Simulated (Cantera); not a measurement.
A perfectly stirred reactor is fed with NO : N2 = 1 : 0.33 (molar parts), at 2670 Pa; it is held at 2175 K, and followed from long to short residence time.

Detailed kinetics in Cantera: GRI-Mech 3.0 (53 species, 325 reactions). Radical loss at walls, strong at low pressure, is not modelled.

x: mole fraction; the columns are a selection and need not sum to one.

```tsv
τ (s)	x NO	x O	x NO2	x O2	x N2
1.9	0.244	0.00712	5.69e-5	0.249	0.500
0.88	0.390	0.00610	7.61e-5	0.176	0.427
0.39	0.559	0.00464	7.82e-5	0.0930	0.343
0.18	0.668	0.00335	6.10e-5	0.0395	0.289
0.080	0.720	…	…	…	0.263
0.036	0.740	0.00169	2.92e-5	0.00471	0.253
0.016	0.748	0.00106	1.92e-5	0.00130	0.250
0.0073	0.750	0.000559	1.08e-5	0.000300	0.249
0.0033	0.751	…	…	…	0.248
0.0015	0.752	0.000101	1.65e-6	1.03e-5	0.248
```

Task: What belongs in the gaps?

Result: 
- 0.080, x O: 0.00239
- 0.080, x NO2: 4.20e-5
- 0.080, x O2: 0.0142
- 0.0033, x O: 0.000245
- 0.0033, x NO2: 4.67e-6
- 0.0033, x O2: 5.65e-5
